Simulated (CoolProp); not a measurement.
The numbers come from the reference Helmholtz-energy equation of state, Zhou 2012 in CoolProp.

**Question.** For p-xylene, give the phase and the Z, cv (kJ/(kg K)), Joule-Thomson coefficient (K/MPa), expansivity (1/kK) at 486.3 K and 8.15 bar; 486.3 K and 16.3 bar.

**Answer.** 
- 486.3 K and 8.15 bar: liquid; Z 0.0318, cv 1.92, Joule-Thomson coefficient -0.0575, expansivity 1.86
- 486.3 K and 16.3 bar: liquid; Z 0.0634, cv 1.92, Joule-Thomson coefficient -0.0741, expansivity 1.81
